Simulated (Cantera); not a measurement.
An adiabatic, constant-volume homogeneous reactor starts with CH4 : O2 : N2 = 1 : 3.39 : 23 (molar parts), equivalence ratio 0.59, at 1800 K and 140000 Pa.

Computed with Cantera and GRI-Mech 3.0 (53 species, 325 reactions).

Q: Predict: time of steepest temperature rise; temperature at 0.200 s; equilibrium temperature; x(O2) at 0.200 s; x(HO2) at 0.200 s; x(H2O2) at 0.200 s; x(HCO) at 0.200 s.

A: 
```
Property                                                            Result
---------------------------------  ---------------------------------------
time of steepest temperature rise                                 0.111 ms
temperature at 0.200 s                                              2588 K
equilibrium temperature                                             2588 K
x(O2) at 0.200 s                     0.0444 (gas-phase equilibrium 0.0444)
x(HO2) at 0.200 s                  5.37e-6 (gas-phase equilibrium 5.37e-6)
x(H2O2) at 0.200 s                 1.66e-7 (gas-phase equilibrium 1.66e-7)
x(HCO) at 0.200 s                  1.71e-9 (gas-phase equilibrium 1.71e-9)
```
